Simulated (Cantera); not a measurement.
**Adiabatic ignition**

An adiabatic, constant-volume homogeneous reactor starts with CO : H2 : CH4 : O2 : N2 = 1 : 0.55 : 0.06 : 1.83 : 6.87 (molar parts), equivalence ratio 0.49, at 1148 K and 1.18 atm.

Model: GRI-Mech 3.0 (53 species, 325 reactions), integrated in Cantera.

```tsv
t (s)	T (K)	P (bar)	x CO	x H2	x CH4	x C2H	x C2H2	x O	x H2O
3.00e-6	1148	1.20	0.0970	0.0533	0.00582	<1e-12	<1e-12	1.15e-9	6.64e-10
1.14e-5	1148	1.20	0.0970	0.0533	0.00582	<1e-12	<1e-12	7.64e-9	1.99e-8
4.31e-5	1148	1.20	0.0970	0.0533	0.00582	<1e-12	<1e-12	1.34e-6	5.82e-6
0.000164	2308	2.28	0.0229	0.00251	<1e-12	<1e-12	<1e-12	0.0103	0.0586
0.000621	2534	2.47	0.00913	0.000922	<1e-12	<1e-12	<1e-12	0.00344	0.0641
0.00235	2529	2.47	0.00896	0.000907	<1e-12	<1e-12	<1e-12	0.00332	0.0643
0.00892	2517	2.45	0.00860	0.000876	<1e-12	<1e-12	<1e-12	0.00308	0.0645
0.0338	2510	2.45	0.00843	0.000860	<1e-12	<1e-12	<1e-12	0.00296	0.0647
0.128	2510	2.45	0.00842	0.000860	<1e-12	<1e-12	<1e-12	0.00296	0.0647
0.487	2510	2.45	0.00842	0.000860	<1e-12	<1e-12	<1e-12	0.00296	0.0647
1.85	2510	2.45	0.00842	0.000860	<1e-12	<1e-12	<1e-12	0.00296	0.0647
7.00	2510	2.45	0.00842	0.000860	<1e-12	<1e-12	<1e-12	0.00296	0.0647
```
x: mole fraction; the columns are a selection and need not sum to one.

| Quantity | Value |
|---|---|
| time of steepest temperature rise | 96.7 µs |
| temperature at 7.00 s | 2510 K |
| equilibrium temperature | 2510 K |
| x(CO) at 7.00 s | 0.00842 (gas-phase equilibrium 0.00842) |
| x(H2) at 7.00 s | 0.000860 (gas-phase equilibrium 0.000860) |
| x(CH4) at 7.00 s | <1e-12 (gas-phase equilibrium <1e-12) |
